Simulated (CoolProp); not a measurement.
Vapour pressure (MPa) of nitrous oxide: the reference equation beside estimates from Tc = 309.5 K, pc = 7.245 MPa, ω = 0.161. Clausius-Clapeyron is anchored at 230.4 K with a constant enthalpy of vaporisation of 13.88 kJ/mol.

Computed with CoolProp (reference Helmholtz-energy equation of state, Lemmon 2006). It is a short technical equation, of lower accuracy than the large ones.

```json
[
 {"T (K)": "216.9", "reference": "0.5036", "Lee-Kesler": "?", "Clausius-Clapeyron": "0.5419", "Redlich-Kwong": "0.6393"},
 {"T (K)": "219.6", "reference": "0.5625", "Lee-Kesler": "?", "Clausius-Clapeyron": "0.5957", "Redlich-Kwong": "?"},
 {"T (K)": "222.3", "reference": "0.6263", "Lee-Kesler": "0.6279", "Clausius-Clapeyron": "0.6533", "Redlich-Kwong": "0.7839"},
 {"T (K)": "225", "reference": "0.6954", "Lee-Kesler": "0.6972", "Clausius-Clapeyron": "0.7149", "Redlich-Kwong": "0.8643"},
 {"T (K)": "227.7", "reference": "?", "Lee-Kesler": "0.7722", "Clausius-Clapeyron": "0.7806", "Redlich-Kwong": "0.9504"},
 {"T (K)": "230.4", "reference": "0.8506", "Lee-Kesler": "?", "Clausius-Clapeyron": "0.8506", "Redlich-Kwong": "1.042"},
 {"T (K)": "233.1", "reference": "0.9371", "Lee-Kesler": "?", "Clausius-Clapeyron": "0.9250", "Redlich-Kwong": "1.141"},
 {"T (K)": "235.8", "reference": "1.030", "Lee-Kesler": "?", "Clausius-Clapeyron": "1.004", "Redlich-Kwong": "1.245"},
 {"T (K)": "238.5", "reference": "1.130", "Lee-Kesler": "1.132", "Clausius-Clapeyron": "?", "Redlich-Kwong": "1.356"},
 {"T (K)": "241.2", "reference": "1.236", "Lee-Kesler": "1.239", "Clausius-Clapeyron": "1.176", "Redlich-Kwong": "1.474"},
 {"T (K)": "243.9", "reference": "1.350", "Lee-Kesler": "1.352", "Clausius-Clapeyron": "1.270", "Redlich-Kwong": "1.598"},
 {"T (K)": "246.6", "reference": "1.471", "Lee-Kesler": "1.473", "Clausius-Clapeyron": "1.369", "Redlich-Kwong": "1.730"}
]
```

Task: Fill in the missing entries.

Result: 
- 216.9, Lee-Kesler: 0.5047
- 219.6, Lee-Kesler: 0.5637
- 219.6, Redlich-Kwong: 0.7090
- 227.7, reference: 0.7701
- 230.4, Lee-Kesler: 0.8529
- 233.1, Lee-Kesler: 0.9396
- 235.8, Lee-Kesler: 1.033
- 238.5, Clausius-Clapeyron: 1.088

Absolute difference from the reference over all 12 rows, mean and median: Lee-Kesler 0.2 and 0.2 %, Clausius-Clapeyron 3.9 and 4.0 %, Redlich-Kwong 22.2 and 22.1 %.
